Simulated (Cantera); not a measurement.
Hydrocarbon pyrolysis for carbon deposition

An isothermal, constant-pressure homogeneous reactor starts with CH4 : H2 = 1 : 58 (molar parts), at 1800 K and 9200 Pa.

Computed with Cantera and GRI-Mech 3.0 (53 species, 325 reactions). GRI-Mech 3.0 stops at C3 and has no aromatics, soot or wall deposition, so with more carbon than oxygen in the feed, carbon stays in small species such as C2H2 where larger ones or solid carbon would form.

| t (s) | x CH4 | x H2 | x C2H | x H | x CH3 | x C2H6 | x CH2 |
|---|---|---|---|---|---|---|---|
| 0.000800 | 0.0169 | 0.983 | <1e-12 | 0.000151 | 5.26e-5 | 4.69e-8 | 8.88e-9 |
| 0.00256 | 0.0168 | 0.983 | 1.40e-11 | 0.000459 | 0.000158 | 3.77e-7 | 7.99e-8 |
| 0.00819 | 0.0163 | 0.982 | 1.33e-9 | 0.000986 | 0.000328 | 1.18e-6 | 3.45e-7 |
| 0.0262 | 0.0145 | 0.983 | 9.89e-9 | 0.00111 | 0.000330 | 1.11e-6 | 3.90e-7 |
| 0.0839 | 0.0108 | 0.985 | 2.91e-8 | 0.00113 | 0.000248 | 6.20e-7 | 3.02e-7 |
| 0.268 | 0.00580 | 0.988 | 5.51e-8 | 0.00115 | 0.000136 | 1.85e-7 | 1.73e-7 |
| 0.859 | 0.00232 | 0.989 | 7.40e-8 | 0.00117 | 5.54e-5 | 3.09e-8 | 7.29e-8 |
| 2.75 | 0.000863 | 0.990 | 8.22e-8 | 0.00118 | 2.07e-5 | 4.96e-9 | 2.77e-8 |
| 8.79 | 0.000491 | 0.990 | 8.43e-8 | 0.00118 | 1.18e-5 | 2.13e-9 | 1.59e-8 |
| 28.1 | 0.000470 | 0.990 | 8.44e-8 | 0.00118 | 1.13e-5 | 2.01e-9 | 1.52e-8 |
| 90.0 | 0.000470 | 0.990 | 8.44e-8 | 0.00118 | 1.13e-5 | 2.01e-9 | 1.52e-8 |
x: mole fraction; the columns are a selection and need not sum to one.

Equilibrium at this temperature and pressure: CH4 0.000470, H2 0.990, C2H 8.44e-8, H 0.00118, CH3 1.13e-5, C2H6 2.01e-9, CH2 1.52e-8 (gas phase only).
